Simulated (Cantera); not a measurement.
**Adiabatic ignition**

An adiabatic, constant-pressure homogeneous reactor starts with 6.64 % CH4, 1.86 % CO, 19.2 % O2, 72.3 % N2, at 1123 K and 0.410 bar.

Cantera simulation using GRI-Mech 3.0 (53 species, 325 reactions); the numbers are that mechanism's predictions, not measurements.

| t (s) | T (K) | x CH4 | x CO | x O2 | x H | x C2H | x C2H6 | x CH2CO |
|---|---|---|---|---|---|---|---|---|
| 2.00e-6 | 1123 | 0.0664 | 0.0186 | 0.192 | <1e-12 | <1e-12 | <1e-12 | <1e-12 |
| 6.70e-6 | 1123 | 0.0664 | 0.0186 | 0.192 | 1.81e-12 | <1e-12 | <1e-12 | <1e-12 |
| 2.24e-5 | 1123 | 0.0664 | 0.0186 | 0.192 | 4.13e-12 | <1e-12 | <1e-12 | <1e-12 |
| 7.52e-5 | 1123 | 0.0664 | 0.0186 | 0.192 | 5.20e-12 | <1e-12 | <1e-12 | <1e-12 |
| 0.000252 | 1123 | 0.0664 | 0.0186 | 0.192 | 8.41e-12 | <1e-12 | <1e-12 | <1e-12 |
| 0.000844 | 1123 | 0.0664 | 0.0186 | 0.192 | 2.10e-11 | <1e-12 | 4.36e-11 | <1e-12 |
| 0.00283 | 1123 | 0.0664 | 0.0186 | 0.192 | 8.12e-11 | <1e-12 | 2.42e-9 | 1.70e-12 |
| 0.00948 | 1123 | 0.0664 | 0.0186 | 0.192 | 4.00e-10 | <1e-12 | 1.88e-7 | 2.73e-11 |
| 0.0317 | 1123 | 0.0663 | 0.0186 | 0.192 | 1.12e-9 | <1e-12 | 5.47e-6 | 3.69e-10 |
| 0.106 | 1125 | 0.0661 | 0.0186 | 0.192 | 3.84e-9 | <1e-12 | 4.77e-5 | 7.62e-9 |
| 0.356 | 2417 | <1e-12 | 0.0120 | 0.0498 | 0.00158 | <1e-12 | <1e-12 | <1e-12 |
| 1.19 | 2414 | <1e-12 | 0.0119 | 0.0488 | 0.00156 | <1e-12 | <1e-12 | <1e-12 |
| 4.00 | 2414 | <1e-12 | 0.0119 | 0.0488 | 0.00156 | <1e-12 | <1e-12 | <1e-12 |
x: mole fraction; the columns are a selection and need not sum to one.

The time of steepest temperature rise is 0.298 s, the temperature at 4.00 s comes out as 2414 K and the equilibrium temperature is 2414 K. The x(CH4) at 4.00 s is <1e-12 (gas-phase equilibrium <1e-12) and the x(CO) at 4.00 s is 0.0119 (gas-phase equilibrium 0.0119). The x(O2) at 4.00 s is 0.0488 (gas-phase equilibrium 0.0488).
